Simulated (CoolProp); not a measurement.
Vapour pressure (bar) of propylene: the reference equation beside estimates from Tc = 91.1 °C, pc = 45.55 bar, ω = 0.146. Clausius-Clapeyron is anchored at 16.75 °C with a constant enthalpy of vaporisation of 14.73 kJ/mol.

Computed with CoolProp (reference Helmholtz-energy equation of state, Lemmon 2013).

| T (°C) | reference | Lee-Kesler | Clausius-Clapeyron | van der Waals | Redlich-Kwong | Soave-Redlich-Kwong | Peng-Robinson |
|---|---|---|---|---|---|---|---|
| 16.75 | 9.344 | 9.376 | 9.344 | 17.06 | 10.81 | 9.431 | 9.333 |
| 20.95 | 10.42 | 10.46 | 10.20 | 18.23 | 11.97 | 10.53 | 10.42 |
| 25.15 | 11.59 | 11.62 | 11.10 | 19.45 | 13.21 | 11.72 | 11.59 |
| 29.35 | 12.85 | 12.88 | 12.05 | 20.72 | 14.54 | 13.00 | 12.85 |
| 33.55 | 14.20 | 14.24 | 13.06 | 22.04 | 15.96 | 14.38 | 14.22 |
| 37.75 | 15.66 | 15.69 | 14.12 | 23.42 | 17.47 | 15.86 | 15.69 |
| 41.95 | 17.22 | 17.25 | 15.23 | 24.84 | 19.07 | 17.46 | 17.27 |
| 46.15 | 18.90 | 18.92 | 16.40 | 26.32 | 20.77 | 19.16 | 18.96 |
| 50.35 | 20.69 | 20.71 | 17.63 | 27.85 | 22.56 | 20.98 | 20.77 |
| 54.55 | 22.61 | 22.62 | 18.91 | 29.44 | 24.46 | 22.92 | 22.70 |
| 58.75 | 24.65 | 24.66 | 20.25 | 31.08 | 26.46 | 24.99 | 24.77 |
| 62.95 | 26.83 | 26.84 | 21.65 | 32.77 | 28.57 | 27.18 | 26.96 |
| 67.25 | 29.20 | 29.21 | 23.14 | 34.56 | 30.83 | 29.57 | 29.36 |
| 71.45 | 31.67 | 31.69 | 24.65 | 36.37 | 33.16 | 32.04 | 31.84 |
| 75.65 | 34.30 | 34.32 | 26.23 | 38.23 | 35.60 | 34.65 | 34.48 |

Absolute difference from the reference over all 15 rows, mean and median: Lee-Kesler 0.2 and 0.1 %, Clausius-Clapeyron 12.7 and 13.2 %, van der Waals 42.2 and 39.3 %, Redlich-Kwong 9.8 and 9.9 %, Soave-Redlich-Kwong 1.2 and 1.3 %, Peng-Robinson 0.3 and 0.3 %.
